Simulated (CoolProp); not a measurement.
1,2-dichloroethane along the isotherm 226.85 °C: density (kg/m³) from the reference equation and from simpler models built on Tc = 288.4 °C, pc = 52.26 bar, ω = 0.269; each cubic takes its own stable root.

The numbers come from the reference Helmholtz-energy equation of state, Thol 2015 in CoolProp.

```json
[
 {"p (bar)": "8.71", "phase": "gas", "reference": "22.81", "Redlich-Kwong": "22.64", "Soave-Redlich-Kwong": "22.75", "Peng-Robinson": "22.93"},
 {"p (bar)": "17.4", "phase": "gas", "reference": "51.87", "Redlich-Kwong": "50.67", "Soave-Redlich-Kwong": "51.41", "Peng-Robinson": "52.30"},
 {"p (bar)": "26.1", "phase": "liquid", "reference": "870.6", "Redlich-Kwong": "…", "Soave-Redlich-Kwong": "719.6", "Peng-Robinson": "815.6"},
 {"p (bar)": "34.8", "phase": "liquid", "reference": "878.0", "Redlich-Kwong": "693.1", "Soave-Redlich-Kwong": "731.6", "Peng-Robinson": "828.1"},
 {"p (bar)": "43.6", "phase": "liquid", "reference": "884.9", "Redlich-Kwong": "707.4", "Soave-Redlich-Kwong": "742.5", "Peng-Robinson": "839.6"},
 {"p (bar)": "52.3", "phase": "liquid", "reference": "891.2", "Redlich-Kwong": "719.8", "Soave-Redlich-Kwong": "752.3", "Peng-Robinson": "849.9"},
 {"p (bar)": "61", "phase": "liquid", "reference": "897.1", "Redlich-Kwong": "…", "Soave-Redlich-Kwong": "761.2", "Peng-Robinson": "859.4"},
 {"p (bar)": "69.7", "phase": "liquid", "reference": "902.7", "Redlich-Kwong": "741.0", "Soave-Redlich-Kwong": "…", "Peng-Robinson": "868.2"},
 {"p (bar)": "78.4", "phase": "liquid", "reference": "907.9", "Redlich-Kwong": "750.3", "Soave-Redlich-Kwong": "…", "Peng-Robinson": "876.4"},
 {"p (bar)": "87.1", "phase": "liquid", "reference": "912.8", "Redlich-Kwong": "758.9", "Soave-Redlich-Kwong": "784.6", "Peng-Robinson": "884.1"},
 {"p (bar)": "95.8", "phase": "liquid", "reference": "917.5", "Redlich-Kwong": "767.0", "Soave-Redlich-Kwong": "791.4", "Peng-Robinson": "891.4"},
 {"p (bar)": "105", "phase": "liquid", "reference": "922.3", "Redlich-Kwong": "774.9", "Soave-Redlich-Kwong": "798.3", "Peng-Robinson": "898.7"},
 {"p (bar)": "113", "phase": "liquid", "reference": "926.2", "Redlich-Kwong": "781.4", "Soave-Redlich-Kwong": "803.9", "Peng-Robinson": "904.7"},
 {"p (bar)": "122", "phase": "liquid", "reference": "930.5", "Redlich-Kwong": "…", "Soave-Redlich-Kwong": "810.0", "Peng-Robinson": "911.1"},
 {"p (bar)": "131", "phase": "liquid", "reference": "934.6", "Redlich-Kwong": "794.9", "Soave-Redlich-Kwong": "815.8", "Peng-Robinson": "917.3"}
]
```

### Question
Some entries are withheld; supply them.

### Answer

- 26.1, Redlich-Kwong: 90.19
- 61, Redlich-Kwong: 730.9
- 69.7, Soave-Redlich-Kwong: 769.6
- 78.4, Soave-Redlich-Kwong: 777.3
- 122, Redlich-Kwong: 788.3

At some of these states Redlich-Kwong gives the other phase, because its saturation line lies elsewhere.
